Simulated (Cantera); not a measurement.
Charge: 1 mol SiCl4, 2.2 mol Cl2, 0.28 mol H2, equilibrated at 1475 K and 3.00 bar.

These are equilibrium values from Cantera (NASA tables, ideal gas, pure condensed phases), not measurements of a reactor. Candidate condensed phases: Si; 19 gas species. The numbers say what is thermodynamically allowed, not how fast it happens.

Base state: Cl2 0.536, SiCl4 0.284, HCl 0.159, Cl 0.0208 (mole fractions); condensed: gas only.

What changes in the equilibrium state with this change: temperature from 1475 K to 950 K?


| species | before | after |
|---|---|---|
| Cl2 | 0.536 | 0.552 |
| SiCl4 | 0.284 | 0.287 |
| HCl | 0.159 | 0.161 |
| Cl | 0.0208 | 7.59e-5 |
